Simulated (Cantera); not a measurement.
An isothermal, constant-pressure homogeneous reactor starts with 0.259 % CH₂O, 0.229 % O₂, 99.5 % N₂, equivalence ratio 1.1, at 1275 K and 7.20 bar.

Detailed kinetics in Cantera: GRI-Mech 3.0 (53 species, 325 reactions).

x: mole fraction; the columns are a selection and need not sum to one.

```
t (s)       x CH₂O      x O₂     x N₂O      x NO     x HCO     x H₂O
--------  --------  --------  --------  --------  --------  --------
0.000300  0.000959   0.00209   1.66e-9  1.14e-11   7.96e-7  0.000326
0.000954  1.47e-10       ___       ___       ___       ___   0.00240
0.00304   2.30e-11  0.000319   5.53e-7   2.33e-7  5.84e-10   0.00251
0.00965   1.35e-11   4.23e-5   3.33e-7   3.06e-7  2.62e-10   0.00248
0.0307    2.73e-12       ___       ___   3.27e-7  4.14e-11   0.00241
0.0977      <1e-12   1.15e-7   1.16e-8   3.21e-7  7.90e-12   0.00239
0.311       <1e-12   2.39e-8   2.09e-9   3.11e-7  2.01e-12   0.00238
0.988       <1e-12   6.52e-9  3.47e-10   2.99e-7    <1e-12   0.00237
3.14        <1e-12   1.82e-9  1.07e-10   2.86e-7    <1e-12   0.00237
10.0        <1e-12  3.54e-10  4.73e-11   2.70e-7    <1e-12   0.00236
```

Task: Some entries are withheld; supply them.

Result: 
- 0.000954, x O₂: 0.000700
- 0.000954, x N₂O: 3.29e-7
- 0.000954, x NO: 1.68e-7
- 0.000954, x HCO: 2.72e-9
- 0.0307, x O₂: 1.12e-6
- 0.0307, x N₂O: 5.31e-8
